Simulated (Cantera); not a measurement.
Equilibrium for calcination and drying: CaCO3 + H2 + H2O

Charge: 1 mol CaCO3, 0.13 mol H2, 8.6 mol H2O, at 0.00800 bar.

Method: chemical equilibrium by Gibbs-energy minimisation in Cantera with the NASA 1993 tables (ideal gas, pure condensed phases). Candidate condensed phases: C, C6H6, C7H8, C8H18, Ca, CaCO3, CaO, Ca(OH)2, H2O; 115 gas species. Equilibrium is a limit: real reactors are often held back by kinetics, nucleation or transport.

At 548 K the condensed part is CaCO3(calcite). At 748 K the condensed part is CaCO3(calcite) + CaO(s). From 948 K to 1948 K the condensed part is CaO(s).

| T (K) | log p H2O | log p CO2 | log p H2 | log p CO | log p O2 | log p OH | n CaCO3(calcite) | n CaO(s) |
|---|---|---|---|---|---|---|---|---|
| 548 | -2.10 | -7.82 | -3.92 | -11.42 | <-14 | <-14 | 1.000 | 0 |
| 748 | -2.11 | -4.29 | -3.93 | -6.91 | <-14 | <-14 | 0.944 | 0.0559 |
| 948 | -2.15 | -3.09 | -4.00 | -5.19 | <-14 | -12.27 | 0 | 1.00 |
| 1148 | -2.15 | -3.09 | -4.03 | -4.90 | -13.02 | -9.51 | 0 | 1.00 |
| 1348 | -2.15 | -3.10 | -4.06 | -4.71 | -9.59 | -7.55 | 0 | 1.00 |
| 1548 | -2.15 | -3.10 | -4.09 | -4.59 | -7.03 | -6.09 | 0 | 1.000 |
| 1748 | -2.15 | -3.10 | -4.05 | -4.45 | -5.17 | -5.00 | 0 | 1.000 |
| 1948 | -2.16 | -3.14 | -3.77 | -4.10 | -4.22 | -4.27 | 0 | 0.999 |
log p: log10 of the partial pressure in bar; n: condensed amount in mol.
